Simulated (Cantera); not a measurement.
An adiabatic, constant-volume homogeneous reactor starts with 6.65 % CH₃OH, 19.5 % O₂, 73.8 % N₂, equivalence ratio 0.51, at 1450 K and 0.987 atm.

Detailed kinetics in Cantera: GRI-Mech 3.0 (53 species, 325 reactions). GRI-Mech 3.0 was tuned for natural gas; its chemistry of methanol as a main component is partial and can be far from experiment.

x: mole fraction; the columns are a selection and need not sum to one.

| t (s) | T (K) | P (bar) | x CH₃OH | x O₂ | x H₂O | x CH₂O | x HCN | x N₂O | x NO |
|---|---|---|---|---|---|---|---|---|---|
| 2.00e-6 | 1450 | 1.00 | 0.0665 | 0.195 | 2.08e-6 | 2.63e-6 | <1e-12 | <1e-12 | <1e-12 |
| 8.73e-6 | 1450 | 1.00 | 0.0665 | 0.195 | (withheld) | (withheld) | <1e-12 | 9.60e-12 | <1e-12 |
| 3.81e-5 | 1450 | 1.00 | 0.0664 | 0.195 | 4.83e-5 | 8.16e-5 | <1e-12 | 2.13e-10 | <1e-12 |
| 0.000166 | 1452 | 1.00 | 0.0653 | 0.195 | 0.000606 | 0.000974 | <1e-12 | 4.67e-9 | <1e-12 |
| 0.000725 | 2612 | 1.89 | <1e-12 | 0.0905 | 0.116 | 1.87e-11 | 1.18e-11 | 1.04e-6 | (withheld) |
| 0.00316 | 2601 | 1.88 | <1e-12 | 0.0871 | 0.116 | 1.76e-11 | 2.30e-11 | 1.06e-6 | 0.00829 |
| 0.0138 | 2590 | 1.87 | <1e-12 | 0.0837 | 0.117 | 1.65e-11 | 3.13e-11 | 1.13e-6 | 0.0156 |
| 0.0602 | 2589 | 1.87 | <1e-12 | 0.0835 | 0.117 | 1.65e-11 | 3.17e-11 | 1.14e-6 | 0.0159 |
| 0.263 | 2589 | 1.87 | <1e-12 | 0.0835 | 0.117 | 1.65e-11 | 3.17e-11 | 1.14e-6 | 0.0159 |
| 1.15 | 2589 | 1.87 | <1e-12 | 0.0835 | 0.117 | 1.65e-11 | 3.17e-11 | 1.14e-6 | 0.0159 |
| 5.00 | 2589 | 1.87 | <1e-12 | 0.0835 | 0.117 | 1.65e-11 | 3.17e-11 | 1.14e-6 | 0.0159 |

Question: Complete the blanks.

Answer: 
- 8.73e-6, x H₂O: 9.82e-6
- 8.73e-6, x CH₂O: 1.44e-5
- 0.000725, x NO: 0.00107
